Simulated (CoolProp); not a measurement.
Vapour-liquid equilibrium of sulfur dioxide (1) + toluene (2) at 43.15 °C; x and y are mole fractions of (1).

Values from CoolProp's multi-fluid Helmholtz-energy mixture model, Gao 2016 and Lemmon 2006; pair parameters Bell 2016.

```tsv
x	bubble pressure, mixture model (bar)	bubble pressure, Raoult's law (bar)	y, mixture model	y, Raoult's law
0.05	0.3310	0.4324	0.736	0.800
0.15	0.9143	1.115	0.913	0.931
0.25	1.597	1.798	0.956	0.962
0.35	2.329	2.481	0.973	0.976
0.45	3.069	3.164	0.982	0.984
0.55	3.790	3.846	0.988	0.989
0.65	4.484	4.529	0.992	0.993
0.75	5.159	5.212	0.995	0.996
0.85	5.836	5.895	0.997	0.998
0.95	6.545	6.577	0.999	0.999
```

The largest gap from Raoult's law is -23.5 % in bubble pressure, at x = 0.05. No azeotrope shows between x = 0.05 and 0.95.

The pair parameters rest on a limited set of measurements; away from them the model extrapolates.
